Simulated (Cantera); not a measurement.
A closed system holds: 1 mol MgCO3, 0.88 mol H2O, at 1 atm.

Equilibrium computed with Cantera from the NASA thermochemical tables; the gas is ideal and each condensed phase is pure. Candidate condensed phases: C, C6H6, C7H8, C8H18, H2O, Mg, MgCO3, MgO, Mg(OH)2; 116 gas species. Equilibrium is a limit: real reactors are often held back by kinetics, nucleation or transport.

Question: At 1398 K, list the 4 most abundant gas species with their mole fractions, and the condensed phases.

Answer: CO2 0.532, H2O 0.468, CO 7.19e-5, O2 4.85e-5. Condensed: MgO(s).
